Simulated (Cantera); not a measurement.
A perfectly stirred reactor is fed with CH4 : H2 : O2 : N2 : H2O = 1 : 1.4 : 2.08 : 7.81 : 1.8 (molar parts), at 1.00 atm; it is adiabatic with a 350 K inlet, and is followed from long to short residence time, starting on the burning branch (τ in s: 0.45, 0.18, 0.075, 0.03, 0.012, 0.005, 0.002, 0.00083, 0.00034, 0.00014, 5.6e-05, 2.3e-05).

Computed with Cantera and GRI-Mech 3.0 (53 species, 325 reactions).

Q: What does this change do: 0.23 parts CO2 added?

A: 
```json
[
 {"quantity": "blow-out, bracketed by the residence times tried", "before": "burning at 0.340 ms, out at 0.140 ms", "after": "burning at 0.340 ms, out at 0.140 ms"},
 {"quantity": "x(CH4) at τ = 0.450 s", "before": "5.39e-5", "after": "6.45e-5"},
 {"quantity": "x(H2) at τ = 0.450 s", "before": "0.0568", "after": "0.0514"},
 {"quantity": "x(O2) at τ = 0.450 s", "before": "4.80e-5", "after": "5.71e-5"},
 {"quantity": "x(NO2) at τ = 0.450 s", "before": "3.06e-10", "after": "2.51e-10"},
 {"quantity": "x(C2H2) at τ = 0.450 s", "before": "9.19e-7", "after": "1.39e-6"},
 {"quantity": "x(CH4) at τ = 2.00 ms", "before": "0.000186", "after": "0.000212"},
 {"quantity": "x(H2) at τ = 2.00 ms", "before": "0.0568", "after": "0.0519"},
 {"quantity": "x(O2) at τ = 2.00 ms", "before": "0.00156", "after": "0.00173"},
 {"quantity": "x(NO2) at τ = 2.00 ms", "before": "1.81e-9", "after": "1.67e-9"},
 {"quantity": "x(C2H2) at τ = 2.00 ms", "before": "5.27e-6", "after": "6.08e-6"}
]
```

Q: What does this change do: H2 1.4 to 2.1 parts?

A: 
```
quantity                                                                        before                                 after
------------------------------------------------  ------------------------------------  ------------------------------------
blow-out, bracketed by the residence times tried  burning at 0.340 ms, out at 0.140 ms  burning at 0.830 ms, out at 0.340 ms
x(CH4) at τ = 0.450 s                                                          5.39e-5                              0.000510
x(H2) at τ = 0.450 s                                                            0.0568                                0.0922
x(O2) at τ = 0.450 s                                                           4.80e-5                               7.83e-5
x(NO2) at τ = 0.450 s                                                         3.06e-10                              6.55e-11
x(C2H2) at τ = 0.450 s                                                         9.19e-7                               5.00e-5
x(CH4) at τ = 2.00 ms                                                         0.000186                               0.00194
x(H2) at τ = 2.00 ms                                                            0.0568                                0.0872
x(O2) at τ = 2.00 ms                                                           0.00156                               0.00320
x(NO2) at τ = 2.00 ms                                                          1.81e-9                              6.07e-10
x(C2H2) at τ = 2.00 ms                                                         5.27e-6                              0.000552
```
